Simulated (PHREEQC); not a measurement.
A solution holds 0.0016 mol/kgw Na2S and 1.3e-05 mol/kgw ZnCl2, at 25 °C. Closed to the air; pH follows from the charge balance.

The numbers come from PHREEQC with the ion-association model, wateq4f.dat.

The pH is 11.17, the ionic strength comes out as 0.00323 mol/kgw and the total alkalinity comes out as 3.20 meq/kg.

```json
[
 {"species": "Na+", "molality": "0.00320", "activity": "0.00301", "log γ": "-0.027"},
 {"species": "OH-", "molality": "0.00157", "activity": "0.00147", "log γ": "-0.027"},
 {"species": "HS-", "molality": "0.00154", "activity": "0.00145", "log γ": "-0.027"},
 {"species": "S-2", "molality": "3.28e-5", "activity": "2.57e-5", "log γ": "-0.106"},
 {"species": "Cl-", "molality": "2.60e-5", "activity": "2.44e-5", "log γ": "-0.027"},
 {"species": "Zn(HS)2", "molality": "1.27e-5", "activity": "1.27e-5", "log γ": "0.000"}
]
```

No solid was allowed to form. Examples of supersaturated solids here: ZnS(a), Sphalerite (slow to form). Others may be too. The polysulfide entries of wateq4f.dat were taken out for this run.
